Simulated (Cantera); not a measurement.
Input (Python, Cantera) and output of one run.

```python
import numpy as np
import cantera as ct

gas_names = """
    Cu CuO Cu2 H HNO HNO2 HNO3 HO2 H2 H2O H2O2 N NH NH2 NH3 NH2OH NO NO2 NO3 N2 N2H2 N2H4 N2O O OH O2 O3
""".split()
cond_names = """
    Cu(cr) Cu(L) CuO(s) CuO2H2(s) Cu2O(s) Cu2O(L) H2O(s) H2O(L)
""".split()


# ... load() reads the species with a 1 bar reference pressure and builds the phases ...
atoms = {
    'CuO': {'Cu': 1, 'O': 1},
    'H2': {'H': 2},
    'N2': {'N': 2},
}
top_T = {'CuO(s)': 1390}  # K; cautious upper limits of use, not melting points


# ... equilibrate(T, P, feed) seeds the gas with the atoms and calls Mixture.equilibrate('TP', solver="vcs", rtol=1e-11, max_steps=5000) ...
results = []
feed = {'CuO': 1, 'H2': 2, 'N2': 4.1}  # mol
T = 1773  # K
for P in [10, 36, 130, 460, 1700, 6000, 22000, 77000, 280000, 1000000]:
    mix = equilibrate(T, P, feed)
    results.append((T, P, feed, dict(zip(mix.species_names, mix.species_moles))))

top = {s: max(r[3][s] / sum(r[3][g] for g in gas_names) for r in results) for s in gas_names}
cols = sorted((s for s in top if top[s] > 0.0001), key=lambda s: -top[s])[:5]
seen = [c for c in cond_names if any(r[3].get(c, 0) > 1e-12 for r in results)]
print("log10 of partial pressures in bar; condensed amounts in mol")
print(f"{'P/Pa':>10s}" + "".join(f"{s[:9]:>10s}" for s in cols + seen))
for T, P, feed, n in results:
    ng = sum(n[g] for g in gas_names)
    print(f"{P:10.4g}" + "".join(f"{np.log10(max(n[s] / ng * P / 1e5, 1e-99)):10.3f}" for s in cols)
          + "".join(f"{n.get(c, 0):10.4g}" for c in seen))
```

It prints:

```
log10 of partial pressures in bar; condensed amounts in mol
      P/Pa        N2       H2O        H2        Cu         H     Cu(L)
        10    -4.241    -4.856    -4.869    -4.854    -5.980         0
        36    -3.683    -4.297    -4.304    -4.296    -5.698         0
       130    -3.125    -3.739    -3.742    -3.739    -5.417         0
       460    -2.549    -3.162    -3.164    -3.404    -5.128    0.4254
      1700    -1.953    -2.565    -2.566    -3.404    -4.829    0.8546
      6000    -1.397    -2.010    -2.011    -3.404    -4.551    0.9595
   2.2e+04    -0.831    -1.444    -1.444    -3.404    -4.268     0.989
   7.7e+04    -0.286    -0.899    -0.899    -3.404    -3.996    0.9969
   2.8e+05     0.275    -0.338    -0.338    -3.404    -3.715    0.9991
     1e+06     0.827     0.215     0.215    -3.404    -3.439    0.9998
```

Equilibrium computed with Cantera from the NASA thermochemical tables; the gas is ideal and each condensed phase is pure.
